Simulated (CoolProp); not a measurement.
Vapour-liquid equilibrium of R113 (1) + ethanol (2) at 421.5 K; x and y are mole fractions of (1).

Computed with CoolProp (multi-fluid Helmholtz-energy mixture model, Marx 1992 and Schroeder 2014; pair parameters Bell 2016).

Q: Give the bubble pressure and the first vapour's composition at x = 0.55, 0.75, 0.95. Is there an azeotrope?

A: x = 0.55: 1.570 MPa, y = 0.558; x = 0.75: 1.524 MPa, y = 0.667; x = 0.95: 1.292 MPa, y = 0.896. y crosses x between x = 0.55 and 0.65: the model has an azeotrope there.

The pair parameters rest on a limited set of measurements; away from them the model extrapolates.
